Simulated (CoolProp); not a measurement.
The fluoroketone C6F12O (FK-5-1-12) at several states: Z from the reference equation and from simpler models built on Tc = 168.7 °C, pc = 18.69 bar, ω = 0.471; each cubic takes its own stable root.

Values from CoolProp's reference Helmholtz-energy equation of state, McLinden 2015.

```csv
T (°C),p (bar),phase,reference,van der Waals,Redlich-Kwong,Soave-Redlich-Kwong
69.55,107,liquid,0.7756,1.180,0.8567,0.8253
-97.55,0.239,liquid,…,0.004656,0.003124,0.003035
-96.15,11.7,liquid,…,0.2252,0.1516,0.1474
4.15,47.6,liquid,…,0.6366,0.4433,0.4224
20.25,34.7,liquid,0.2755,…,0.3163,0.2994
```

Task: What belongs in the gaps?

Result: 
- -97.55, reference: 0.002665
- -96.15, reference: 0.1296
- 4.15, reference: 0.3882
- 20.25, van der Waals: 0.4531
